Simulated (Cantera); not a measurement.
Mixture: CO : H2 : O2 : N2 = 1 : 0.14 : 1.39 : 5.23 (molar parts), equivalence ratio 0.41, at 0.510 bar, adiabatic and at constant volume. Ignition delay is the time to a rise of 400 K.

Detailed kinetics in Cantera: GRI-Mech 3.0 (53 species, 325 reactions). Where the delays flatten at high temperature, the 400 K rule measures the pace of heat release, not the induction time.

Q: What does this change do: pressure from 0.510 bar to 1.01 bar?

A: 
| quantity | before | after |
|---|---|---|
| delay at 1100 K | 0.471 ms | 0.256 ms |
| delay at 1175 K | 0.355 ms | 0.172 ms |
| delay at 1250 K | 0.297 ms | 0.133 ms |
| delay at 1325 K | 0.267 ms | 0.113 ms |
| delay at 1400 K | 0.254 ms | 0.102 ms |
| delay at 1475 K | 0.254 ms | 96.2 µs |
| delay at 1550 K | 0.265 ms | 94.4 µs |

Q: What does this change do: H2 0.14 to 0.049 parts?

A: 
```
quantity           before     after
---------------  --------  --------
delay at 1100 K  0.471 ms  0.858 ms
delay at 1175 K  0.355 ms  0.649 ms
delay at 1250 K  0.297 ms  0.547 ms
delay at 1325 K  0.267 ms  0.495 ms
delay at 1400 K  0.254 ms  0.473 ms
delay at 1475 K  0.254 ms  0.472 ms
delay at 1550 K  0.265 ms  0.489 ms
```
